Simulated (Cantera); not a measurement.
A perfectly stirred reactor is fed with CH4 : C2H6 : O2 : N2 = 1 : 0.16 : 2.13 : 17.1 (molar parts), at 9.50 bar; it is adiabatic with a 450 K inlet, and is followed from long to short residence time, starting on the burning branch (τ in s: 0.069, 0.038, 0.021, 0.011, 0.0063, 0.0035, 0.0019, 0.001, 0.00057, 0.00032, 0.00017, 9.5e-05).

Computed with Cantera and GRI-Mech 3.0 (53 species, 325 reactions).

x: mole fraction; the columns are a selection and need not sum to one.

| τ (s) | T (K) | x CH4 | x C2H6 | x O2 | x CH2O | x NO | x CH3 | x CH2 |
|---|---|---|---|---|---|---|---|---|
| 0.069 | 1564 | 0.00290 | 3.66e-5 | 0.00198 | 1.58e-5 | 5.99e-8 | 3.48e-5 | 3.10e-8 |
| 0.038 | 1553 | 0.00294 | 5.17e-5 | 0.00275 | 2.31e-5 | 6.43e-8 | 4.22e-5 | 4.39e-8 |
| 0.021 | 1538 | 0.00306 | 7.34e-5 | 0.00389 | 3.51e-5 | 6.79e-8 | 5.10e-5 | 5.94e-8 |
| 0.011 | 1511 | 0.00342 | 0.000112 | 0.00594 | 6.04e-5 | 6.58e-8 | 6.18e-5 | 7.41e-8 |
| 0.0063 | 1465 | … | … | … | … | … | … | 6.88e-8 |
| 0.0035 | 450 | 0.0490 | 0.00785 | 0.104 | <1e-12 | <1e-12 | <1e-12 | <1e-12 |
| 0.0019 | 450 | 0.0490 | 0.00785 | 0.104 | <1e-12 | <1e-12 | <1e-12 | <1e-12 |
| 0.0010 | 450 | 0.0490 | 0.00785 | 0.104 | <1e-12 | <1e-12 | <1e-12 | <1e-12 |
| 0.00057 | 450 | 0.0490 | 0.00785 | 0.104 | <1e-12 | <1e-12 | <1e-12 | <1e-12 |
| 0.00032 | 450 | 0.0490 | 0.00785 | 0.104 | <1e-12 | <1e-12 | <1e-12 | <1e-12 |
| 0.00017 | 450 | 0.0490 | 0.00785 | 0.104 | <1e-12 | <1e-12 | <1e-12 | <1e-12 |
| 9.5e-5 | 450 | 0.0490 | 0.00785 | 0.104 | <1e-12 | <1e-12 | <1e-12 | <1e-12 |

**Question.** Fill in the missing entries.

**Answer.** 
- 0.0063, x CH4: 0.00425
- 0.0063, x C2H6: 0.000182
- 0.0063, x O2: 0.00959
- 0.0063, x CH2O: 0.000116
- 0.0063, x NO: 4.84e-8
- 0.0063, x CH3: 6.94e-5
